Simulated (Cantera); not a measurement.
Charge: 1 mol Cu2O, 2.5 mol C, 6 mol N2, held at 1900 °C and 2.90 mbar.

These are equilibrium values from Cantera (NASA tables, ideal gas, pure condensed phases), not measurements of a reactor. Candidate condensed phases: C, Cu, CuO, Cu2O; 27 gas species. The numbers say what is thermodynamically allowed, not how fast it happens.

Base state: N2 0.667, Cu 0.222, CO 0.111, CN 6.83e-5, Cu2 5.37e-5 (mole fractions); condensed: C(graphite).

Problem. What changes in the equilibrium state with this change: temperature from 1900 °C to 2275 °C?

Solution. 
```csv
species,before,after
N2,0.667,0.664
Cu,0.222,0.222
CO,0.111,0.111
CN,6.83e-5,0.00231
C3,4.79e-7,0.000357
C2,4.16e-8,3.32e-5
C,3.24e-7,0.000110
C2N2,5.41e-6,6.85e-5
Cu2,5.37e-5,1.07e-5
"C(graphite), mol",1.50,1.47
```
